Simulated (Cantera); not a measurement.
A closed system holds: 1 mol Pb, 0.0079 mol O2, 1.3 mol CO, equilibrated at 0.000100 bar.

Cantera equilibrium calculation (NASA polynomials, part measured and part estimated; ideal gas, pure solids and liquids). Candidate condensed phases: C, Pb, PbO, PbO2, Pb3O4; 15 gas species. Kinetics and transport are ignored.

Which condensed phases are stable at each of these points (T (°C)): 600, 675, 750, 825, 900, 975, 1050, 1125, 1200?


| T (°C) | condensed phases | Pb condensed (%) |
|---|---|---|
| 600 | Pb(l) | 99.2 |
| 675 | Pb(l) | 93.5 |
| 750 | Pb(l) | 52.7 |
| 825 | gas only | 0.0 |
| 900 | gas only | 0.0 |
| 975 | gas only | 0.0 |
| 1050 | gas only | 0.0 |
| 1125 | gas only | 0.0 |
| 1200 | gas only | 0.0 |

From 600 °C to 750 °C the condensed part is Pb(l). From 825 °C to 1200 °C nothing is condensed.
